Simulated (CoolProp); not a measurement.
R124 along the isotherm -43.85 °C: fugacity coefficient from the reference equation and from simpler models built on Tc = 122.3 °C, pc = 3.624 MPa, ω = 0.288; each cubic takes its own stable root.

Values from CoolProp's reference Helmholtz-energy equation of state, de Vries 1995.

```csv
p (MPa),phase,reference
0.453,liquid,0.04729
0.906,liquid,0.02414
1.36,liquid,0.01642
1.81,liquid,0.01259
2.27,liquid,0.01025
2.72,liquid,0.008735
3.17,liquid,0.007650
3.62,liquid,0.006838
4.08,liquid,0.006195
4.53,liquid,0.005695
4.98,liquid,0.005288
5.44,liquid,0.004943
```

Q: How far does each simpler model (van der Waals, Redlich-Kwong, Soave-Redlich-Kwong) lie from the reference over these 12 states: mean and median of the absolute difference, and the worst?

A: 
- van der Waals: mean 1119.5 %, median 1118.4 %, worst +1210.1 % at -43.85 °C and 5.44 MPa
- Redlich-Kwong: mean 143.1 %, median 143.1 %, worst +146.4 % at -43.85 °C and 5.44 MPa
- Soave-Redlich-Kwong: mean 0.8 %, median 0.8 %, worst +1.8 % at -43.85 °C and 5.44 MPa
